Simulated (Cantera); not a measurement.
Input: 1 mol PbO, 0.34 mol CO, 27 mol N2, held at 825 K and 16.0 Pa.

Cantera equilibrium calculation (NASA polynomials, part measured and part estimated; ideal gas, pure solids and liquids). Candidate condensed phases: C, Pb, PbO, PbO2, Pb3O4; 27 gas species. Rates play no part.

Base state: N2 0.987, CO2 0.0124, Pb 0.000896 (mole fractions); condensed: Pb(l) + PbO(yellow).

### Question
What changes in the equilibrium state with this change: CO from 0.34 to 2.4 mol?

### Answer
```tsv
species	before	after
N2	0.987	0.918
CO	2.48e-7	0.0476
CO2	0.0124	0.0340
Pb	0.000896	0.000896
Pb(l), mol	0.315	0.974
PbO(yellow), mol	0.660	0
```

### Question
What changes in the equilibrium state with this change: temperature from 825 K to 1323 K?

### Answer
```csv
species,before,after
N2,0.987,0.948
Pb,0.000896,0.0211
PbO,1.57e-6,0.0141
CO2,0.0124,0.0119
O2,<1e-9,0.00453
NO,<1e-9,7.39e-5
"Pb(l), mol",0.315,0
"PbO(yellow), mol",0.660,0
```
